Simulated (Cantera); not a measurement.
An isothermal, constant-pressure homogeneous reactor starts with 1.64 % CH4, 98.4 % H2, at 1848 K and 14.0 Pa.

Detailed kinetics in Cantera: GRI-Mech 3.0 (53 species, 325 reactions). GRI-Mech 3.0 stops at C3 and has no aromatics, soot or wall deposition, so with more carbon than oxygen in the feed, carbon stays in small species such as C2H2 where larger ones or solid carbon would form. Radical loss at walls, strong at low pressure, is not modelled.

One state of this run: x CH4 = 0.0161; x H2 = 0.983; x CH3 = 0.000234; x C2H2 = 7.75e-6; x H = 0.000709; x CH2 = 1.87e-7; x C2H6 = 4.37e-8. x: mole fraction; the columns are a selection and need not sum to one.

**Question.** Which value of t (s) does it belong to?
A. 20.0
B. 1.21
C. 0.298
D. 0.00109

**Answer.** B, 1.21
